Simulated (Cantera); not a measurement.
**Premixed flame**

A freely propagating, adiabatic, planar premixed flame of H2 : O2 : N2 : H2O = 1 : 0.455 : 1.71 : 0.39 (molar parts), unburnt at 475 K and 1.78 atm; mixture-averaged transport, grid criteria slope 0.08 and curve 0.16, no radiation.

Computed with Cantera and the H2/O2 subset of GRI-Mech 3.0, which has no nitrogen chemistry. Burning velocities carry a grid error of a few per cent, more on coarse grids.

| z (mm) | T (K) | u (m/s) | x H2 | x O2 | x H2O | x O | x OH | x HO2 |
|---|---|---|---|---|---|---|---|---|
| -0.542 | 475 | 3.88 | 0.281 | 0.128 | 0.110 | <1e-8 | <1e-8 | <1e-8 |
| -0.361 | 475 | 3.88 | 0.281 | 0.128 | 0.110 | <1e-8 | <1e-8 | <1e-8 |
| -0.271 | 475 | 3.88 | 0.281 | 0.128 | 0.110 | <1e-8 | <1e-8 | 2.29e-8 |
| -0.181 | 475 | 3.88 | 0.280 | 0.128 | 0.110 | 2.21e-8 | <1e-8 | 7.84e-7 |
| -0.0903 | 503 | 4.04 | 0.266 | 0.130 | 0.113 | 2.63e-6 | 8.07e-6 | 0.000189 |
| -0.0451 | 744 | 5.78 | 0.227 | 0.125 | 0.139 | 0.000137 | 0.000749 | 0.000667 |
| 0 | 1182 | 8.91 | 0.158 | 0.0960 | 0.210 | 0.00181 | 0.00208 | 0.000253 |
| 0.0451 | 1493 | 11.1 | 0.0938 | 0.0534 | 0.290 | 0.00461 | 0.00587 | 0.000105 |
| 0.0903 | 1661 | 12.3 | 0.0635 | 0.0292 | 0.333 | 0.00545 | 0.00962 | 5.00e-5 |
| 0.181 | 1823 | 13.4 | 0.0508 | 0.0167 | 0.357 | 0.00479 | 0.0123 | 2.42e-5 |
| 0.361 | 1966 | 14.3 | 0.0462 | 0.0118 | 0.371 | 0.00324 | 0.0123 | 1.41e-5 |
| 0.722 | 2084 | 15.1 | 0.0411 | 0.00801 | 0.385 | 0.00188 | 0.0108 | 7.75e-6 |
| 1.44 | 2171 | 15.6 | 0.0358 | 0.00499 | 0.397 | 0.000991 | 0.00861 | 3.94e-6 |
x: mole fraction of selected species; z is measured from the peak of heat release.

```yaml
laminar_burning_velocity: 388 cm/s
thermal_thickness: 0.181 mm
peak x(O): 0.00546
peak x(OH): 0.0125
peak x(HO2): 0.000744
grid_points: 111
```
